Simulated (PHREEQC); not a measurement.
## Polishing slurry liquid: an equilibrium model

A solution holds 0.0019 mol KOH, 0.0036 mol K2SO4 and 0.0025 mol H3BO3 per kg of water, at 60 °C. Closed to the air; pH follows from the charge balance.

All values are PHREEQC results (ion-association model, phreeqc.dat), not measurements.

No solid was allowed to form.

What pH does the model give?

pH 9.27.

In which forms is B present?

H2BO3- 68 %, H3BO3 32 % of the B.

Constants without temperature data keep their 25 °C values here.
